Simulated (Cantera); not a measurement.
Feed: 1 mol K2CO3, 0.31 mol H2O, 0.029 mol H2, equilibrated at 6.40 bar.

Cantera equilibrium calculation (NASA polynomials, part measured and part estimated; ideal gas, pure solids and liquids). Candidate condensed phases: C, C6H6, C7H8, C8H18, H2O, K, KOH, KO2, K2CO3, K2O, K2O2; 116 gas species. Kinetics and transport are ignored.

What share of the K ends up in condensed phases as a function of T (K), at 1050, 1150, 1250, 1350, 1450, 1550, 1650, 1750, 1850, 1950?


```tsv
T (K)	K condensed (%)	as
1050	100.0	K2CO3(s)
1150	100.0	K2CO3(s)
1250	99.9	K2CO3(l)
1350	99.7	K2CO3(l)
1450	99.3	K2CO3(l)
1550	98.4	K2CO3(l)
1650	96.7	K2CO3(l)
1750	93.7	K2CO3(l)
1850	88.8	K2CO3(l)
1950	81.8	K2CO3(l)
```
